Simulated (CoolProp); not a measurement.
CH2F2 (R32) at 275.09 K and 0.646 MPa flows at 1 m/s in a round tube of 50 mm bore and 1.5 µm roughness, fully developed (64/Re and Nu = 3.66 if laminar; Colebrook and Gnielinski if turbulent). Each further row changes one setting.

Model: reference Helmholtz-energy equation of state, Tillner-Roth 1997, in CoolProp.

```tsv
case	Reynolds number	Darcy friction factor	pressure drop (Pa/m)	heat-transfer coefficient (W/(m² K))	mass flow (kg/h)
as stated	67200	0.0197	3.28	42.7	118
velocity 2 m/s	134000	0.0171	11.4	74.8	235
diameter 100 mm	134000	0.0170	1.42	37.2	470
```

Viscosity comes from a separate model (Bell 2016), an estimate that may be off by 10 % or more. Thermal conductivity comes from a separate model (Huber 2003), an estimate that may be off by 10 % or more.
